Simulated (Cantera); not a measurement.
**Reactions in the system Al-N-O**

Standard-state values (1 bar) from the NASA 1993 polynomials, evaluated with Cantera. Values are per mole of reaction as written; species without (g) are pure solids or liquids, kept so even where they would boil at 1 bar.

3 N(g) + Al2O(g) = 2 AlN + NO(g)

| T (K) | ΔH° (kJ) | ΔS° (J/K) | ΔG° (kJ) | log10 K |
|---|---|---|---|---|
| 1750 | -1810.8 | -462.0 | -1002.2 | 29.91 |
| 1950 | -1807.8 | -460.4 | -910.0 | 24.38 |
| 2150 | -1804.8 | -459.0 | -818.1 | 19.87 |
| 2350 | -1801.7 | -457.6 | -726.4 | 16.15 |
| 2550 | -1798.5 | -456.3 | -635.0 | 13.01 |
| 2750 | -1795.2 | -455.0 | -543.9 | 10.33 |
